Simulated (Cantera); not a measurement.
# B2O3 + H2O + N2 (boron, boron nitride and boron oxide)

Input: 1 mol B2O3, 0.083 mol H2O, 0.51 mol N2, at 1552 °C and 13.3 mbar.

Method: chemical equilibrium by Gibbs-energy minimisation in Cantera with the NASA 1993 tables (ideal gas, pure condensed phases). Candidate condensed phases: B, BN, B2O3, B3O3H3, H2O; 39 gas species. Equilibrium is a limit: real reactors are often held back by kinetics, nucleation or transport.

```
Quantity                                 Result
------------------------------------  ---------
x(N2)                                     0.484
x(B2O3)                                   0.362
x(HBO2)                                   0.147
x(H2O)                                  0.00458
x(BO2)                                  0.00175
x(H2)                                  0.000735
x(BO)                                  0.000164
x(H)                                   0.000103
x(HBO)                                  6.71e-5
n(B2O3(l))                            0.540 mol
gas amount                            1.054 mol
log10 activity of B(s) (absent)           -7.03
log10 activity of B3O3H3(s) (absent)     -20.68
```
